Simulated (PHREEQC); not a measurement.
A solution holds 0.096 mol/kgw NH3, 3.5e-07 mol/kgw H4SiO4 and 8.9e-05 mol/kgw (CH3)4NCl, at 15 °C. Closed to the air; pH follows from the charge balance.

Computed with PHREEQC (ion-association model, phreeqc.dat).

This is a speciation only: nothing precipitates in the calculation.

Q: What pH, ionic strength does the model give?

A: pH 11.44; ionic strength 0.00139 mol/kgw.

Q: In which forms is Si present?

A: H3SiO4- 96 %, H4SiO4 3.3 %, H2SiO4-2 1.0 % of the Si.

(CH3)4N+ isn't in the database: it is added as a free cation with an ion size of 4 Å.
